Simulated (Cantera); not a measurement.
C2H6 + NH3 + H2 + H2O (carbon deposition, reforming and gasification)

A closed system holds: 1 mol C2H6, 0.46 mol NH3, 0.4 mol H2, 0.051 mol H2O, equilibrated at 0.100 bar.

Cantera equilibrium calculation (NASA polynomials, part measured and part estimated; ideal gas, pure solids and liquids). Candidate condensed phases: C, C6H6, C7H8, C8H18, H2O; 136 gas species. Kinetics and transport are ignored.

| T (°C) | x H2 | x N2 | x H | x CO | x HCN | x C2H2 (acetylene) | x HNC | n C(graphite) |
|---|---|---|---|---|---|---|---|---|
| 1400 | 0.936 | 0.0517 | 0.000348 | 0.0115 | 0.000693 | 5.33e-5 | 1.93e-5 | 1.94 |
| 1500 | 0.935 | 0.0514 | 0.000870 | 0.0115 | 0.00118 | 0.000131 | 4.20e-5 | 1.94 |
| 1600 | 0.933 | 0.0510 | 0.00197 | 0.0115 | 0.00188 | 0.000291 | 8.37e-5 | 1.94 |
| 1700 | 0.930 | 0.0504 | 0.00412 | 0.0115 | 0.00287 | 0.000596 | 0.000155 | 1.93 |
| 1800 | 0.925 | 0.0496 | 0.00800 | 0.0115 | 0.00417 | 0.00113 | 0.000269 | 1.92 |
| 1900 | 0.917 | 0.0485 | 0.0146 | 0.0114 | 0.00582 | 0.00202 | 0.000441 | 1.90 |
| 2000 | 0.904 | 0.0471 | 0.0253 | 0.0114 | 0.00782 | 0.00341 | 0.000686 | 1.88 |
| 2100 | 0.885 | 0.0453 | 0.0416 | 0.0113 | 0.0101 | 0.00545 | 0.00102 | 1.85 |
x: gas mole fraction; n: condensed amount in mol.

From 1400 °C to 2100 °C the condensed part is C(graphite). The main C-bearing gas is CO throughout. The share of C in condensed phases is highest at 1400 °C (97.2 %) and lowest at 2100 °C (92.4 %).
